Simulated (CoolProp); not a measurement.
Ethanol along the isobar 4770 kPa: Z from the reference equation and from simpler models built on Tc = 514.7 K, pc = 6268 kPa, ω = 0.644; each cubic takes its own stable root.

Values from CoolProp's reference Helmholtz-energy equation of state, Schroeder 2014.

```tsv
T (K)	phase	reference
335.4	liquid	0.1041
345.2	liquid	0.1023
355	liquid	0.1008
364.8	liquid	0.09935
374.6	liquid	0.09811
384.4	liquid	0.09704
394.2	liquid	0.09616
404	liquid	0.09548
413.8	liquid	0.09500
423.6	liquid	0.09476
433.4	liquid	0.09478
443.1	liquid	0.09508
452.9	liquid	0.09571
```

Q: How far does each simpler model (van der Waals, Redlich-Kwong, Soave-Redlich-Kwong, Peng-Robinson) lie from the reference over these 13 states: mean and median of the absolute difference, and the worst?

A: 
- van der Waals: mean 87.5 %, median 87.4 %, worst +90.5 % at 452.9 K and 4770 kPa
- Redlich-Kwong: mean 32.6 %, median 32.2 %, worst +39.3 % at 452.9 K and 4770 kPa
- Soave-Redlich-Kwong: mean 20.6 %, median 20.1 %, worst +25.0 % at 452.9 K and 4770 kPa
- Peng-Robinson: mean 6.8 %, median 6.3 %, worst +10.5 % at 452.9 K and 4770 kPa
